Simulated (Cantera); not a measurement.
**Mg(OH)2 + C + H2 + CO2 (calcination and drying)**

A closed system holds: 1 mol Mg(OH)2, 0.069 mol C, 1.5 mol H2, 3.1 mol CO2, held at 875 K and 0.0100 bar.

These are equilibrium values from Cantera (NASA tables, ideal gas, pure condensed phases), not measurements of a reactor. Candidate condensed phases: C, C6H6, C7H8, C8H18, H2O, Mg, MgCO3, MgO, Mg(OH)2; 116 gas species. Rates play no part.

x(CO2): 0.446
x(H2O): 0.265
x(H2): 0.176
x(CO): 0.113
n(MgO(s)): 1.00 mol
gas amount: 5.669 mol
log10 activity of C(graphite) (absent): -2.51
log10 activity of MgCO3(s) (absent): -4.32
log10 activity of Mg(s) (absent): -18.54
